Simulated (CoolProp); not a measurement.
Properties of ethylene along the isotherm 98.65 °C (Tc = 9.2 °C, pc = 5042 kPa, ω = 0.087).

The numbers come from the reference Helmholtz-energy equation of state, Smukala 2000 in CoolProp.

| p (kPa) | phase | Joule-Thomson coefficient (K/MPa) | expansivity (1/kK) |
|---|---|---|---|
| 210 | gas | 5.814 | 2.744 |
| 420 | gas | 5.820 | 2.799 |
| 630 | gas | 5.826 | 2.856 |
| 840 | gas | 5.831 | 2.914 |
| 1050 | gas | 5.836 | 2.974 |
| 1260 | gas | 5.840 | 3.035 |
| 1470 | gas | 5.844 | 3.099 |
| 1680 | gas | 5.847 | 3.163 |
| 1890 | gas | 5.849 | 3.230 |
| 2100 | gas | 5.851 | 3.298 |
| 2310 | gas | 5.852 | 3.369 |
| 2520 | gas | 5.851 | 3.441 |
